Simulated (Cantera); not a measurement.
A closed system holds: 1 mol toluene, 0.31 mol O2, 1.4 mol H2, at 3530 Torr.

Equilibrium computed with Cantera from the NASA thermochemical tables; the gas is ideal and each condensed phase is pure. Candidate condensed phases: C, C6H6, C7H8, C8H18, H2O; 110 gas species. Rates play no part. All values below are at 852 °C.

Base state: H2 0.801, CO 0.0886, CH4 0.0870, H2O 0.0214, CO2 0.00216 (mole fractions); condensed: C(graphite).

**Question.** What changes in the equilibrium state with this change: H2 from 1.4 to 12 mol?

**Answer.** 
```
species            before     after
----------------  -------  --------
H2                  0.801     0.859
CH4                0.0870     0.100
CO                 0.0886    0.0324
H2O                0.0214   0.00841
CO2               0.00216  0.000288
C(graphite), mol     6.04      5.01
```
